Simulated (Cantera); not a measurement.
## Equilibrium for abatement and gas-phase synthesis: N₂O + O₂

Feed: 1 mol N₂O, 0.033 mol O₂, at 8.90 mbar.

These are equilibrium values from Cantera (NASA tables, ideal gas, pure condensed phases), not measurements of a reactor. Ions and electrons are included (thermal ionisation). Rates play no part.

From 2227 °C to 4727 °C nothing is condensed.

| T (°C) | x N₂ | x O | x O₂ | x N | x NO | x e- | x NO+ |
|---|---|---|---|---|---|---|---|
| 2227 | 0.614 | 0.0814 | 0.281 | 2.43e-6 | 0.0235 | 4.75e-9 | 4.76e-9 |
| 2477 | 0.571 | 0.207 | 0.194 | 1.92e-5 | 0.0280 | 4.10e-8 | 4.11e-8 |
| 2727 | 0.521 | 0.362 | 0.0910 | 0.000107 | 0.0256 | 2.22e-7 | 2.22e-7 |
| 2977 | 0.493 | 0.458 | 0.0298 | 0.000460 | 0.0188 | 8.31e-7 | 8.32e-7 |
| 3227 | 0.484 | 0.493 | 0.00889 | 0.00163 | 0.0129 | 2.45e-6 | 2.45e-6 |
| 3477 | 0.479 | 0.504 | 0.00286 | 0.00493 | 0.00898 | 6.18e-6 | 6.18e-6 |
| 3727 | 0.473 | 0.506 | 0.00103 | 0.0129 | 0.00641 | 1.38e-5 | 1.38e-5 |
| 3977 | 0.461 | 0.504 | 0.000411 | 0.0301 | 0.00468 | 2.80e-5 | 2.80e-5 |
| 4227 | 0.436 | 0.497 | 0.000178 | 0.0630 | 0.00344 | 5.21e-5 | 5.18e-5 |
| 4477 | 0.395 | 0.483 | 8.14e-5 | 0.119 | 0.00251 | 8.94e-5 | 8.82e-5 |
| 4727 | 0.333 | 0.462 | 3.88e-5 | 0.203 | 0.00178 | 0.000142 | 0.000138 |
x: gas mole fraction; nothing condenses.
